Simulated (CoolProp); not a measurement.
Computed with CoolProp (reference Helmholtz-energy equation of state, Lemmon 2006). It is a short technical equation, of lower accuracy than the large ones.

For C2F6 (R116), give the phase and the density (kg/m³), viscosity (µPa s) at 279.4 K and 6770 kPa; 279.4 K and 13500 kPa; 279.4 K and 15200 kPa.


- 279.4 K and 6770 kPa: liquid; density 1220, viscosity 132
- 279.4 K and 13500 kPa: liquid; density 1310, viscosity 171
- 279.4 K and 15200 kPa: liquid; density 1330, viscosity 179

Viscosity comes from a separate model (Huber 2003), an estimate that may be off by 10 % or more.
